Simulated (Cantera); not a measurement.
What does this Cantera script print?

```python
import numpy as np
import cantera as ct

gas_names = """
    H H2 H2S Ni NiS S SH S2 S8
""".split()
cond_names = """
    Ni(cr) Ni(L) NiS(b) NiS(a) NiS(L) NiS2(s) NiS2(L) Ni3S2(I) Ni3S2(II) Ni3S2(L) Ni3S4(s) S(cr1) S(cr2)
    S(L)
""".split()


# ... load() reads the species with a 1 bar reference pressure and builds the phases ...
atoms = {
    'Ni': {'Ni': 1},
    'H2S': {'H': 2, 'S': 1},
    'H2': {'H': 2},
}
top_T = {'Ni3S4(s)': 620}  # K; cautious upper limits of use, not melting points


# ... equilibrate(T, P, feed) seeds the gas with the atoms and calls Mixture.equilibrate('TP', solver="vcs", rtol=1e-11, max_steps=5000) ...
results = []
feed = {'Ni': 1, 'H2S': 1.1, 'H2': 85}  # mol
P = 1333.22  # Pa
for T in [1100, 1150, 1200, 1250, 1300, 1350, 1400, 1450, 1500, 1550]:
    mix = equilibrate(T, P, feed)
    results.append((T, P, feed, dict(zip(mix.species_names, mix.species_moles))))

top = {s: max(r[3][s] / sum(r[3][g] for g in gas_names) for r in results) for s in gas_names}
cols = sorted((s for s in top if top[s] > 0.001), key=lambda s: -top[s])[:7]
seen = [c for c in cond_names if any(r[3].get(c, 0) > 1e-12 for r in results)]
print("log10 of partial pressures in bar; condensed amounts in mol")
print(f"{'T/K':>10s}" + "".join(f"{s[:9]:>10s}" for s in cols + seen))
for T, P, feed, n in results:
    ng = sum(n[g] for g in gas_names)
    print(f"{T:10.4g}" + "".join(f"{np.log10(max(n[s] / ng * P / 1e5, 1e-99)):10.3f}" for s in cols)
          + "".join(f"{n.get(c, 0):10.4g}" for c in seen))
```

Output:

```
log10 of partial pressures in bar; condensed amounts in mol
       T/K        H2       H2S    Ni(cr)  Ni3S2(L)
      1100    -1.877    -4.158   0.02354    0.3255
      1150    -1.878    -4.089    0.1398    0.2867
      1200    -1.878    -4.029    0.2591     0.247
      1250    -1.879    -3.976    0.3811    0.2063
      1300    -1.879    -3.930    0.5073    0.1642
      1350    -1.879    -3.889    0.6416    0.1194
      1400    -1.880    -3.852    0.7919   0.06935
      1450    -1.880    -3.820    0.9715  0.009423
      1500    -1.880    -3.836    0.9995         0
      1550    -1.880    -3.867    0.9985         0
```

These are equilibrium values from Cantera (NASA tables, ideal gas, pure condensed phases), not measurements of a reactor. Metal and sulfide melt together well below either melting point, which pure phases cannot show. Mutual solubility and eutectic melting of coexisting phases are not modelled. Gases not in the tables: S3 to S7.
